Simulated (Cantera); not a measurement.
A Cantera script and what it prints.

```python
import numpy as np
import cantera as ct

gas_names = """
    F FO FO2 F2 F2O N NF NF2 NF3 NO NO2 NO3 N2 N2O O O2 O3 Si SiF SiF2 SiF3 SiF4 SiN SiO SiO2 Si2 Si2N
    Si3
""".split()
cond_names = """
    Si(cr) Si(L) SiO2(Lqz) SiO2(hqz) SiO2(L) Si2N2O(s) Si3N4(a)
""".split()


# ... load() reads the species with a 1 bar reference pressure and builds the phases ...
atoms = {
    'SiF4': {'Si': 1, 'F': 4},
    'N2O': {'N': 2, 'O': 1},
    'N2': {'N': 2},
}
top_T = {'Si2N2O(s)': 2100, 'Si3N4(a)': 2400}  # K; cautious upper limits of use, not melting points


# ... equilibrate(T, P, feed) seeds the gas with the atoms and calls Mixture.equilibrate('TP', solver="vcs", rtol=1e-11, max_steps=5000) ...
results = []
feed = {'SiF4': 1, 'N2O': 0.15, 'N2': 32}  # mol
T = 1775  # K
P = 100  # Pa
mix = equilibrate(T, P, feed)
results.append((T, P, feed, dict(zip(mix.species_names, mix.species_moles))))
print(gas.report(threshold=1e-06))
for i in range(1, mix.n_phases):
    print(f"{mix.phase(i).name:16s} {mix.phase_moles(i):12.5e} mol")
```

Output:

```
       temperature   1775 K
          pressure   100 Pa
           density   0.00020536 kg/m^3
  mean mol. weight   30.307 kg/kmol
   phase of matter   gas

                          1 kg             1 kmol
                     ---------------   ---------------
          enthalpy             83672        2.5359e+06  J
   internal energy       -4.0328e+05       -1.2222e+07  J
           entropy             10317        3.1268e+05  J/K
    Gibbs function       -1.8229e+07       -5.5247e+08  J
 heat capacity c_p            1242.6             37659  J/K
 heat capacity c_v            968.25             29345  J/K

                      mass frac. Y      mole frac. X     chem. pot. / RT
                     ---------------   ---------------   ---------------
                 F        6.3562e-05         0.0001014           -32.331
                NO        0.00040643        0.00041052           -37.482
                N2           0.89409           0.96728           -33.486
                 O        7.1158e-05         0.0001348           -20.739
                O2         0.0020933         0.0019827           -41.478
              SiF3        0.00024965         8.893e-05           -131.97
              SiF4           0.10303          0.030001            -164.3
               SiO        4.1375e-06        2.8445e-06           -55.716
     [  +20 minor]        6.6514e-07        3.2714e-07

Si(L)             0.00000e+00 mol
SiO2(L)           0.00000e+00 mol
Si2N2O(s)         0.00000e+00 mol
Si3N4(a)          0.00000e+00 mol
```

Cantera equilibrium calculation (NASA polynomials, part measured and part estimated; ideal gas, pure solids and liquids). The tables' values for SiF3 are old estimates; treat these amounts as uncertain.
